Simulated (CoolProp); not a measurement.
n-pentane along the isobar 1.01 bar: Z from the reference equation and from simpler models built on Tc = 469.7 K, pc = 33.68 bar, ω = 0.251; each cubic takes its own stable root.

Values from CoolProp's reference Helmholtz-energy equation of state, Thol 2019.

```json
[
 {"T (K)": "187.5", "phase": "liquid", "reference": "0.006458", "van der Waals": "0.01088", "Redlich-Kwong": "0.007301", "Soave-Redlich-Kwong": "0.007218"},
 {"T (K)": "202", "phase": "liquid", "reference": "0.006104", "van der Waals": "0.01025", "Redlich-Kwong": "0.006883", "Soave-Redlich-Kwong": "0.006788"},
 {"T (K)": "216.5", "phase": "liquid", "reference": "0.005802", "van der Waals": "0.009716", "Redlich-Kwong": "0.006531", "Soave-Redlich-Kwong": "0.006424"},
 {"T (K)": "231", "phase": "liquid", "reference": "(withheld)", "van der Waals": "0.009259", "Redlich-Kwong": "0.006232", "Soave-Redlich-Kwong": "0.006113"},
 {"T (K)": "245.5", "phase": "liquid", "reference": "0.005317", "van der Waals": "0.9593", "Redlich-Kwong": "0.005979", "Soave-Redlich-Kwong": "0.005849"},
 {"T (K)": "260", "phase": "liquid", "reference": "0.005123", "van der Waals": "0.9642", "Redlich-Kwong": "0.005766", "Soave-Redlich-Kwong": "0.005623"},
 {"T (K)": "274.5", "phase": "liquid", "reference": "0.004955", "van der Waals": "0.9684", "Redlich-Kwong": "0.005587", "Soave-Redlich-Kwong": "0.005432"},
 {"T (K)": "289", "phase": "liquid", "reference": "0.004811", "van der Waals": "0.9719", "Redlich-Kwong": "0.005439", "Soave-Redlich-Kwong": "0.005273"},
 {"T (K)": "303.5", "phase": "liquid", "reference": "0.004689", "van der Waals": "0.9749", "Redlich-Kwong": "0.9648", "Soave-Redlich-Kwong": "0.005142"},
 {"T (K)": "318", "phase": "gas", "reference": "(withheld)", "van der Waals": "0.9775", "Redlich-Kwong": "(withheld)", "Soave-Redlich-Kwong": "0.9656"},
 {"T (K)": "332.5", "phase": "gas", "reference": "0.9661", "van der Waals": "0.9797", "Redlich-Kwong": "0.9726", "Soave-Redlich-Kwong": "0.9698"},
 {"T (K)": "347", "phase": "gas", "reference": "0.9708", "van der Waals": "0.9816", "Redlich-Kwong": "0.9757", "Soave-Redlich-Kwong": "0.9734"},
 {"T (K)": "361.5", "phase": "gas", "reference": "0.9747", "van der Waals": "0.9833", "Redlich-Kwong": "(withheld)", "Soave-Redlich-Kwong": "(withheld)"}
]
```

Complete the blanks.


- 231, reference: 0.005541
- 318, reference: 0.9603
- 318, Redlich-Kwong: 0.9690
- 361.5, Redlich-Kwong: 0.9783
- 361.5, Soave-Redlich-Kwong: 0.9764

At some of these states van der Waals, Redlich-Kwong gives the other phase, because its saturation line lies elsewhere.
